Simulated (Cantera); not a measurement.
What does this Cantera script print?

```python
import numpy as np
import cantera as ct

gas_names = """
    C CH CH2 CH3 CH2OH CH3O CH4 CH3OH CO CO2 COOH C2 C2H CHCO,ketyl C2H2,acetylene C2H2,vinylidene
    CH2CO,ketene C2H3,vinyl CH3CO,acetyl C2H4 C2H4O,ethylen CH3CHO,ethanal CH3COOH (HCOOH)2 C2H5 C2H6
    CH3OCH3 C2H5OH C2O C3 C3H3,propargyl C3H4,allene C3H4,propyne C3H4,cyclo- C3H5,allyl C3H6,propylene
    C3H6,cyclo- C3H6O C3H7,n-propyl C3H7,i-propyl C3H8 C3H8O,1propanol C3H8O,2propanol C3O2 C4 C4H2
    C4H4,1,3-cyclo- C4H6,butadiene C4H6,2-butyne C4H6,cyclo- C4H8,1-butene C4H8,cis2-buten
    C4H8,tr2-butene C4H8,isobutene C4H8,cyclo- (CH3COOH)2 C4H9,n-butyl C4H9,i-butyl C4H9,s-butyl
    C4H9,t-butyl C4H10,isobutane C4H10,n-butane C5 C5H6,1,3cyclo- C5H8,cyclo- C5H10,1-pentene
    C5H10,cyclo- C5H11,pentyl C5H11,t-pentyl C5H12,n-pentane C5H12,i-pentane CH3C(CH3)2CH3 C6H2
    C6H5,phenyl C6H5O,phenoxy C6H6 C6H5OH,phenol C6H10,cyclo- C6H12,1-hexene C6H12,cyclo- C6H13,n-hexyl
    C7H7,benzyl C7H8 C7H8O,cresol C7H14,1-heptene C7H15,n-heptyl C7H16,n-heptane C8H8,styrene
    C8H10,ethylbenz C8H16,1-octene C8H17,n-octyl C8H18,isooctane C8H18,n-octane C9H19,n-nonyl
    C10H8,naphthale C10H21,n-decyl C12H9,o-bipheny C12H10,bipheny H HCO HO2 H2 HCHO,formaldehy HCOOH H2O
    H2O2 O OH O2 O3 Ti TiO TiO2
""".split()
cond_names = """
    C(gr) C6H6(L) C7H8(L) C8H18(L),n-octa H2O(s) H2O(L) Ti(a) Ti(b) Ti(L) TiC(s) TiC(L) TiO(a) TiO(b)
    TiO(L) TiO2(ru) TiO2(L) Ti2O3(a) Ti2O3(b) Ti2O3(L) Ti3O5(a) Ti3O5(b) Ti3O5(L) Ti4O7(s) Ti4O7(L)
""".split()


def load(file, names, dense=False):
    # The tables refer to 1 bar. Condensed volumes are neglected.
    table = {s.name: s for s in ct.Species.list_from_file(file)}
    out = []
    for n in names:
        d = dict(table[n].input_data)
        d["thermo"] = dict(d["thermo"], **{"reference-pressure": 1e5})
        if dense:
            d["equation-of-state"] = {"model": "constant-volume", "density": "1e6 g/cm^3"}
        out.append(ct.Species.from_dict(d))
    return out


gas = ct.Solution(thermo="ideal-gas", species=load("nasa_gas.yaml", gas_names))
cond = {s.name: ct.Solution(thermo="fixed-stoichiometry", species=[s], name=s.name)
        for s in load("nasa_condensed.yaml", cond_names, dense=True)}
atoms = {
    'Ti(OiPr)4': {'Ti': 1, 'C': 12, 'H': 28, 'O': 4},
    'O2': {'O': 2},
}
top_T = {'C(gr)': 4500}  # K; cautious upper limits of use, not melting points


def equilibrate(T, P, feed):
    n = {}
    for name, mol in feed.items():
        for a, k in atoms[name].items():
            n[a] = n.get(a, 0.0) + k * mol
    gas.TPX = T, P, n
    mass = sum(n.values()) * gas.mean_molecular_weight
    gas.equilibrate("TP")
    valid = [c for c in cond.values() if c.min_temp <= T <= top_T.get(c.name, c.max_temp)]
    mix = ct.Mixture([(gas, mass / gas.mean_molecular_weight)] + [(c, 0.0) for c in valid])
    mix.T, mix.P = T, P
    mix.equilibrate("TP", solver="vcs", rtol=1e-11, max_steps=5000)
    return mix


results = []
feed = {'Ti(OiPr)4': 1, 'O2': 0.9}  # mol
T = 1923  # K
P = 25000  # Pa
mix = equilibrate(T, P, feed)
results.append((T, P, feed, dict(zip(mix.species_names, mix.species_moles))))
x = sorted(zip(gas.X, gas.species_names), reverse=True)
print(f"T = {T:g} K  P = {P:g} Pa  gas = {mix.phase_moles(0):.4g} mol")
print("   x: " + "  ".join(f"{s} {v:.3e}" for v, s in x if v > 1e-05))
print("   condensed (mol): " + ("  ".join(f"{mix.phase(i).name} {mix.phase_moles(i):.4g}"
      for i in range(1, mix.n_phases) if mix.phase_moles(i) > 1e-12) or "none"))
```

Output:

```
T = 1923 K  P = 25000 Pa  gas = 19.81 mol
   x: H2 7.053e-01  CO 2.927e-01  H 1.582e-03  C2H2,acetylene 3.184e-04  CH4 6.534e-05
   condensed (mol): C(gr) 5.186  TiC(s) 1
```

These are equilibrium values from Cantera (NASA tables, ideal gas, pure condensed phases), not measurements of a reactor. The feed counts by its element totals alone. TiC: taken at fixed stoichiometry.
